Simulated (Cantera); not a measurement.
A closed system holds: 1 mol Si2H6, 0.021 mol Cl2, 100 mol H2, at 1.33 mbar.

Method: chemical equilibrium by Gibbs-energy minimisation in Cantera with the NASA 1993 tables (ideal gas, pure condensed phases). Candidate condensed phases: Si; 19 gas species. The feed counts by its element totals alone. Rates play no part. All values below are at 925 K.

Base state: H2 1.000, HCl 0.000407 (mole fractions); condensed: Si(s).

What changes in the equilibrium state with this change: Cl2 from 0.021 to 0.085 mol?


| species | before | after |
|---|---|---|
| H2 | 1.000 | 0.998 |
| HCl | 0.000407 | 0.00163 |
| Si(s), mol | 2.00 | 2.00 |
